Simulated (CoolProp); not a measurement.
Isobutane at several states: fugacity coefficient from the reference equation and from simpler models built on Tc = 407.8 K, pc = 3.629 MPa, ω = 0.184; each cubic takes its own stable root.

The numbers come from the reference Helmholtz-energy equation of state, Bücker 2006 in CoolProp.

| T (K) | p (MPa) | phase | reference | van der Waals | Redlich-Kwong | Soave-Redlich-Kwong |
|---|---|---|---|---|---|---|
| 158.3 | 0.0108 | liquid | 0.006629 | 0.9926 | 0.01025 | 0.006661 |
| 181.4 | 7.71 | liquid | 0.0001684 | 0.01111 | 0.0002876 | 0.0001719 |
| 258 | 3.28 | liquid | 0.03005 | 0.1430 | 0.04326 | 0.03025 |

At some of these states van der Waals gives the other phase, because its saturation line lies elsewhere.
